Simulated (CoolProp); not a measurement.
Vapour-liquid equilibrium of ethylene (1) + 1-butene (2) at 0.0489 MPa; x and y are mole fractions of (1).

Values from CoolProp's multi-fluid Helmholtz-energy mixture model, Smukala 2000 and Lemmon 2005; pair parameters Bell 2016.

```csv
x,bubble temperature (°C),y at the bubble point,dew temperature at overall composition x (°C),liquid density (mol/L)
0.05,-56.8,0.837,-24.7,12.37
0.125,-78.2,0.967,-26.5,13.17
0.2,-88.3,0.987,-28.4,13.80
0.275,-94.5,0.994,-30.4,14.37
0.35,-98.9,0.996,-32.6,14.94
0.425,-102.3,0.998,-35.0,15.52
0.5,-104.9,0.998,-37.7,16.12
0.575,-107.1,0.999,-40.7,16.74
0.65,-109.0,0.999,-44.2,17.39
0.725,-110.6,1.000,-48.4,18.06
0.8,-112.0,1.000,-53.6,18.77
0.875,-113.3,1.000,-60.8,19.51
0.95,-114.5,1.000,-73.1,20.28
```

No azeotrope shows between x = 0.05 and 0.95.

The pair parameters rest on a limited set of measurements; away from them the model extrapolates. The gap from Raoult's law changes sign with composition, which may be real or a fault of the pair parameters; it wasn't checked against measurements.
